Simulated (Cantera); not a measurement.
Charge: 1 mol SiH₂Cl₂, 0.11 mol Cl₂, 7.5 mol N₂, equilibrated at 1323.15 K and 10.0 mbar.

Equilibrium computed with Cantera from the NASA thermochemical tables; the gas is ideal and each condensed phase is pure. Candidate condensed phases: NH₄Cl, Si, Si₃N₄; 28 gas species. N₂ is the only nitrogen source here; it is nearly inert below about 1500 K, so the nitride shown seldom forms there in practice. The tables' values for SiCl₃ are old estimates; treat these amounts as uncertain. The numbers say what is thermodynamically allowed, not how fast it happens.

Base state: N₂ 0.783, HCl 0.158, H₂ 0.0329, SiCl₄ 0.0171, SiCl₂ 0.00494, SiCl₃ 0.00393, SiHCl₃ 0.000180, Cl 1.16e-5 (mole fractions); condensed: Si₃N₄(s).

**Question.** What changes in the equilibrium state with this change: temperature from 1323.15 K to 1075 K?

**Answer.** 
```json
[
 {"species": "N₂", "before": "0.783", "after": "0.786"},
 {"species": "HCl", "before": "0.158", "after": "0.153"},
 {"species": "H₂", "before": "0.0329", "after": "0.0362"},
 {"species": "SiCl₄", "before": "0.0171", "after": "0.0241"},
 {"species": "SiCl₂", "before": "0.00494", "after": "1.66e-5"},
 {"species": "Cl", "before": "1.16e-5", "after": "1.07e-7"},
 {"species": "SiCl₃", "before": "0.00393", "after": "0.000159"},
 {"species": "Si₃N₄(s), mol", "before": "0.256", "after": "0.261"}
]
```

**Question.** What changes in the equilibrium state with this change: pressure from 10.0 mbar to 0.940 bar?

**Answer.** 
```tsv
species	before	after
N₂	0.783	0.790
HCl	0.158	0.139
H₂	0.0329	0.0431
SiCl₄	0.0171	0.0268
SiCl₂	0.00494	0.000140
Cl	1.16e-5	9.21e-7
SiCl₃	0.00393	0.000830
SiHCl₃	0.000180	0.000422
Si₃N₄(s), mol	0.256	0.250
```

**Question.** What changes in the equilibrium state with this change: pressure from 10.0 mbar to 2.80 mbar?

**Answer.** 
```
species          before     after
-------------  --------  --------
N₂                0.783     0.780
HCl               0.158     0.159
H₂               0.0329    0.0319
SiCl₂           0.00494    0.0120
SiCl₄            0.0171    0.0121
Cl              1.16e-5   2.24e-5
SiHCl₃         0.000180  0.000123
SiCl₃           0.00393   0.00516
Si₃N₄(s), mol     0.256     0.245
```
